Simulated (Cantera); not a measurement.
An adiabatic, constant-pressure homogeneous reactor starts with CH₄ : H₂ : O₂ : N₂ = 1 : 0.75 : 6.09 : 41.4 (molar parts), equivalence ratio 0.39, at 1673 K and 3750 Torr.

Detailed kinetics in Cantera: GRI-Mech 3.0 (53 species, 325 reactions).

One state of this run: T (K) = 2188; x CH₄ = <1e-12; x H₂ = 9.83e-5; x O₂ = 0.0718; x C₂H₆ = <1e-12; x CH₃ = <1e-12; x CH₂O = <1e-12; x N₂O = 9.60e-7. x: mole fraction; the columns are a selection and need not sum to one.

Task: Which value of t (s) does it belong to?
A) 0.000139
B) 5.18e-5
C) 1.00
D) 1.93e-5

Result: C, 1.00
